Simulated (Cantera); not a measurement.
Charge: 1 mol C₂H₄, 2.9 mol H₂, held at 9.75 Torr.

These are equilibrium values from Cantera (NASA tables, ideal gas, pure condensed phases), not measurements of a reactor. Candidate condensed phases: C, C₆H₆, C₇H₈, C₈H₁₈; 76 gas species. Equilibrium is a limit: real reactors are often held back by kinetics, nucleation or transport.

Question: At 1325 °C, list the 4 most abundant gas species with their mole fractions, and the condensed phases.

Answer: H₂ 0.999, H 0.000467, C₂H₂ (acetylene) 2.69e-5, CH₄ 2.14e-5. Condensed: C(graphite).
